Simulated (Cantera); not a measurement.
# Ignition delay

Mixture: CO : H₂ : CH₄ : O₂ : N₂ = 0.42 : 0.037 : 0.38 : 1.16 : 6.62 (molar parts), equivalence ratio 0.85, at 6.40 bar, adiabatic and at constant pressure. Ignition delay is the time to a rise of 400 K.

Detailed kinetics in Cantera: GRI-Mech 3.0 (53 species, 325 reactions).

| T0 (K) | delay (ms) |
|---|---|
| 1198 | 4.87 |
| 1248 | 2.85 |
| 1298 | 1.69 |
| 1348 | 1.01 |
| 1398 | 0.611 |
| 1448 | 0.377 |
| 1498 | 0.237 |
| 1548 | 0.153 |
| 1598 | 0.101 |

| Item | Result |
|---|---|
| apparent activation energy between 1498 and 1598 K | 170 kJ/mol |
